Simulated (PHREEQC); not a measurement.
A made-up water analysis in mg/L, 52 °C, pH 6.23, pe 9.2: Na 0.158; K 0.0896; Ca 2.61; Mg 0.196; Cl 2.61; S(6) as SO4 0.336; Alkalinity as HCO3 4.31; Cd 0.0851; Sr 0.00826; B 0.00206; Ba 0.0348; O(0) (dissolved oxygen) 0.0271.

Valence states are taken as typed.

Equilibrium calculation in PHREEQC: ion-association model, wateq4f.dat.

The ionic strength is 0.000233 mol/kgw. The charge-balance error is 2.1 %.

```json
[
 {"species": "CO2", "molality": "7.92e-5", "activity": "7.93e-5", "log γ": "0.000"},
 {"species": "Cl-", "molality": "7.36e-5", "activity": "7.23e-5", "log γ": "-0.008"},
 {"species": "HCO3-", "molality": "7.10e-5", "activity": "6.97e-5", "log γ": "-0.008"},
 {"species": "Ca+2", "molality": "6.50e-5", "activity": "6.04e-5", "log γ": "-0.032"},
 {"species": "Mg+2", "molality": "8.04e-6", "activity": "7.47e-6", "log γ": "-0.032"},
 {"species": "Na+", "molality": "6.87e-6", "activity": "6.75e-6", "log γ": "-0.008"},
 {"species": "SO4-2", "molality": "3.44e-6", "activity": "3.19e-6", "log γ": "-0.032"}
]
```

No solid was allowed to form. At this temperature some constants are extrapolated from 25 °C, and those without enthalpy data are left unchanged.
